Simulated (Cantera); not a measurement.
Feed: 1 mol Si3H8, 0.3 mol Cl2, 35 mol H2, at 1277 °C and 750 Torr.

Equilibrium computed with Cantera from the NASA thermochemical tables; the gas is ideal and each condensed phase is pure. Candidate condensed phases: Si; 19 gas species. The feed counts by its element totals alone. The tables' values for SiCl3 are old estimates; treat these amounts as uncertain. Kinetics and transport are ignored.

Base state: H2 0.985, HCl 0.0138, SiCl2 0.000649, H 3.13e-5, SiCl3 1.65e-5, SiH2Cl2 1.46e-5, SiHCl3 1.02e-5 (mole fractions); condensed: Si(s).

### Question
What changes in the equilibrium state with this change: Cl2 from 0.3 to 0.0068 mol?

### Answer
```tsv
species	before	after
H2	0.985	1.000
HCl	0.0138	0.000348
H	3.13e-5	3.15e-5
SiCl2	0.000649	4.03e-7
SiCl3	1.65e-5	<1e-9
SiHCl3	1.02e-5	<1e-9
SiH2Cl2	1.46e-5	9.22e-9
Si(s), mol	2.97	3.00
```
